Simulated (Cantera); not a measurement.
Feed: 1 mol SiH2Cl2, 0.51 mol HCl, a varied amount of N2, at 1452 °C and 2.25 Torr.

Method: chemical equilibrium by Gibbs-energy minimisation in Cantera with the NASA 1993 tables (ideal gas, pure condensed phases). Candidate condensed phases: NH4Cl, Si, Si3N4; 28 gas species. The numbers say what is thermodynamically allowed, not how fast it happens.

Task: Which condensed phases are stable at each of these points (n(N2) (mol)): 5.1, 6.4, 8.1, 10, 13, 16, 20, 26, 32, 41, 51, 65, 81?

Result: 
| n(N2) (mol) | condensed phases | Si condensed (%) |
|---|---|---|
| 5.1 | Si(l) | 1.0 |
| 6.4 | Si(l) | 0.9 |
| 8.1 | Si(l) | 0.8 |
| 10 | Si(l) | 0.7 |
| 13 | Si3N4(s) | 0.8 |
| 16 | Si3N4(s) | 0.9 |
| 20 | Si3N4(s) | 0.9 |
| 26 | Si3N4(s) | 0.9 |
| 32 | Si3N4(s) | 0.7 |
| 41 | Si3N4(s) | 0.5 |
| 51 | Si3N4(s) | 0.2 |
| 65 | gas only | 0.0 |
| 81 | gas only | 0.0 |

From 5.1 mol N2 to 10 mol N2 the condensed part is Si(l). From 13 mol N2 to 51 mol N2 the condensed part is Si3N4(s). From 65 mol N2 to 81 mol N2 nothing is condensed.
